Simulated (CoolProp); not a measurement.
p-xylene along the isobar 84.9 bar: Z from the reference equation and from simpler models built on Tc = 616.2 K, pc = 35.32 bar, ω = 0.324; each cubic takes its own stable root.

Values from CoolProp's reference Helmholtz-energy equation of state, Zhou 2012.

```
T (K)          phase  reference
-----  -------------  ---------
486.9         liquid     0.3211
499           liquid     0.3191
511.1         liquid     0.3177
523.2         liquid     0.3168
535.3         liquid     0.3164
547.4         liquid     0.3167
559.5         liquid     0.3176
571.6         liquid     0.3193
583.7         liquid     0.3219
595.8         liquid     0.3256
607.9         liquid     0.3307
620    supercritical     0.3374
```

### Question
How far does each simpler model (van der Waals, Soave-Redlich-Kwong, Peng-Robinson) lie from the reference over these 12 states: mean and median of the absolute difference, and the worst?

### Answer
- van der Waals: mean 57.0 %, median 58.0 %, worst +63.7 % at 486.9 K and 84.9 bar
- Soave-Redlich-Kwong: mean 16.2 %, median 15.8 %, worst +19.4 % at 620 K and 84.9 bar
- Peng-Robinson: mean 3.5 %, median 3.0 %, worst +7.4 % at 620 K and 84.9 bar
